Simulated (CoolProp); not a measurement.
Vapour-liquid equilibrium of hydrogen sulfide (1) + propane (2) at -77.45 °C; x and y are mole fractions of (1).

The numbers come from the multi-fluid Helmholtz-energy mixture model, Lemmon 2006 and Lemmon 2009; pair parameters Kunz 2012 in CoolProp.

```json
[
 {"x": "0.05", "bubble pressure, mixture model (MPa)": "(withheld)", "bubble pressure, Raoult's law (MPa)": "0.01659", "y, mixture model": "(withheld)", "y, Raoult's law": "0.117"},
 {"x": "0.15", "bubble pressure, mixture model (MPa)": "0.03557", "bubble pressure, Raoult's law (MPa)": "0.01894", "y, mixture model": "0.614", "y, Raoult's law": "0.308"},
 {"x": "0.25", "bubble pressure, mixture model (MPa)": "0.04106", "bubble pressure, Raoult's law (MPa)": "0.02129", "y, mixture model": "0.685", "y, Raoult's law": "0.457"},
 {"x": "0.35", "bubble pressure, mixture model (MPa)": "(withheld)", "bubble pressure, Raoult's law (MPa)": "0.02364", "y, mixture model": "0.714", "y, Raoult's law": "0.576"},
 {"x": "0.45", "bubble pressure, mixture model (MPa)": "(withheld)", "bubble pressure, Raoult's law (MPa)": "0.02599", "y, mixture model": "0.728", "y, Raoult's law": "0.674"},
 {"x": "0.55", "bubble pressure, mixture model (MPa)": "(withheld)", "bubble pressure, Raoult's law (MPa)": "0.02834", "y, mixture model": "(withheld)", "y, Raoult's law": "0.755"},
 {"x": "0.65", "bubble pressure, mixture model (MPa)": "0.04501", "bubble pressure, Raoult's law (MPa)": "0.03069", "y, mixture model": "(withheld)", "y, Raoult's law": "0.824"},
 {"x": "0.75", "bubble pressure, mixture model (MPa)": "0.04510", "bubble pressure, Raoult's law (MPa)": "0.03304", "y, mixture model": "0.751", "y, Raoult's law": "0.883"},
 {"x": "0.85", "bubble pressure, mixture model (MPa)": "0.04475", "bubble pressure, Raoult's law (MPa)": "0.03539", "y, mixture model": "0.783", "y, Raoult's law": "0.935"},
 {"x": "0.95", "bubble pressure, mixture model (MPa)": "(withheld)", "bubble pressure, Raoult's law (MPa)": "0.03774", "y, mixture model": "0.880", "y, Raoult's law": "0.980"}
]
```

Q: Complete the blanks.

A: 
- 0.05, bubble pressure, mixture model (MPa): 0.02441
- 0.05, y, mixture model: 0.395
- 0.35, bubble pressure, mixture model (MPa): 0.04353
- 0.45, bubble pressure, mixture model (MPa): 0.04450
- 0.55, bubble pressure, mixture model (MPa): 0.04484
- 0.55, y, mixture model: 0.734
- 0.65, y, mixture model: 0.739
- 0.95, bubble pressure, mixture model (MPa): 0.04232

The largest gap from Raoult's law is +92.9 % in bubble pressure, at x = 0.25. y crosses x between x = 0.75 and 0.85: the model has an azeotrope there.

Pair parameters are fitted to limited data, so mixtures are less certain than the pure fluids. With so large a gap from Raoult's law the liquid may split in two, which this calculation doesn't test in full.
